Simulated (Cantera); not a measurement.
## Counterflow diffusion flame

A counterflow diffusion flame at 100000 Pa, nozzles 20 mm apart: fuel side 100 % CH3OH at 575 K, oxidiser side 20.0 % O2, 80.0 % N2 at 573 K, fuel mass flux 1.2 times the oxidiser's; mixture-averaged transport, no radiation.

Cantera simulation using GRI-Mech 3.0 (53 species, 325 reactions); the numbers are that mechanism's predictions, not measurements. GRI-Mech 3.0 was tuned for natural gas; its chemistry of methanol as a main component is partial and can be far from experiment. GRI-Mech 3.0 has no aromatics or soot, which form on the fuel side of real flames. The maximum strain rate includes the flame's own expansion and is several times the mean.

| oxidiser flux (kg/m²/s) | max strain (1/s) | mean strain (1/s) | T max (K) | peak x OH | peak x H | peak x NO | peak x CO | peak x C2H2 |
|---|---|---|---|---|---|---|---|---|
| 0.25 | 200 | 43.1 | 2124 | 0.0103 | 0.00718 | 9.01e-5 | 0.183 | 0.000122 |
| 0.35 | 272 | 60.3 | 2088 | 0.0104 | 0.00801 | 7.09e-5 | 0.181 | 0.000153 |
| 0.48 | 363 | 82.7 | 2049 | 0.0104 | 0.00879 | 5.71e-5 | 0.179 | 0.000188 |
| 0.66 | 487 | 114 | 2009 | 0.0103 | 0.00956 | 4.72e-5 | 0.176 | 0.000228 |
| 0.91 | 659 | 157 | 1969 | 0.0102 | 0.0103 | 4.02e-5 | 0.174 | 0.000272 |
| 1.3 | 923 | 224 | 1930 | 0.0101 | 0.0112 | 3.47e-5 | 0.171 | 0.000325 |
| 1.8 | 1260 | 310 | 1889 | 0.00985 | 0.0120 | 2.98e-5 | 0.168 | 0.000368 |
| 2.4 | 1650 | 413 | 1852 | 0.00947 | 0.0125 | 2.57e-5 | 0.165 | 0.000394 |
| 3.3 | 2240 | 568 | 1811 | 0.00897 | 0.0129 | 2.13e-5 | 0.162 | 0.000402 |
x: mole fraction; the columns are a selection and need not sum to one.
